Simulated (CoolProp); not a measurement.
Saturation properties of propylene (Tc = 364.2 K, pc = 45.55 bar, ω = 0.146).

Model: reference Helmholtz-energy equation of state, Lemmon 2013, in CoolProp.

```
T (K)  p (bar)  liquid density (kg/m³)  vapour density (kg/m³)  enthalpy of vaporisation (kJ/kg)
-----  -------  ----------------------  ----------------------  --------------------------------
276.7    6.485                   540.8                   13.65                             372.1
282.3    7.604                   532.2                   15.98                             363.1
287.9    8.860                   523.4                   18.61                             353.6
293.4    10.24                   514.4                   21.54                             343.8
299      11.79                   504.8                   24.92                             333.2
304.6    13.51                   494.8                   28.76                             322.0
310.1    15.37                   484.5                   33.04                             310.2
315.7    17.46                   473.5                   38.01                             297.4
```

It boils at 225.5 K under 1 atm.
